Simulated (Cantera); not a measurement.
Feed: 1 mol HMDSO, 12 mol NO, equilibrated at 1102 °C and 13300 Pa.

These are equilibrium values from Cantera (NASA tables, ideal gas, pure condensed phases), not measurements of a reactor. Candidate condensed phases: C, C₆H₆, C₇H₈, C₈H₁₈, H₂O, Si, SiC, SiO₂, Si₂N₂O, Si₃N₄; 151 gas species. The feed counts by its element totals alone. The tables hold silica as quartz up to 1696 K and as liquid above; real silica turns to tridymite and cristobalite and melts near 1996 K. Gases not in the tables: Si(OH)₄. Equilibrium is a limit: real reactors are often held back by kinetics, nucleation or transport.

Base state: H₂ 0.324, N₂ 0.286, CO 0.247, H₂O 0.104, CO₂ 0.0385 (mole fractions); condensed: SiO₂(β-quartz).

**Question.** What changes in the equilibrium state with this change: HMDSO replaced by Si₂H₆?

**Answer.** 
```
species               before     after
-------------------  -------  --------
N₂                     0.286     0.521
H₂O                    0.104     0.261
O₂                     <1e-9     0.217
H₂                     0.324   4.69e-7
CO                     0.247         0
CO₂                   0.0385         0
NO                     <1e-9  0.000520
OH                   3.10e-8   6.43e-5
SiO₂(β-quartz), mol     2.00      2.00
```

**Question.** What changes in the equilibrium state with this change: NO from 12 to 0.3 mol?

**Answer.** 
```
species               before     after
-------------------  -------  --------
H₂                     0.324     0.980
CO                     0.247    0.0191
CH₄                  3.29e-8  0.000638
N₂                     0.286   6.28e-5
CO₂                   0.0385   1.08e-7
H₂O                    0.104   1.15e-5
SiO                    <1e-9   2.11e-5
SiO₂(β-quartz), mol     2.00     0.488
C(graphite), mol           0      4.61
SiC(s), mol                0      1.21
Si₂N₂O(s), mol             0     0.149
```
Mutual solubility and eutectic melting of coexisting phases are not modelled.
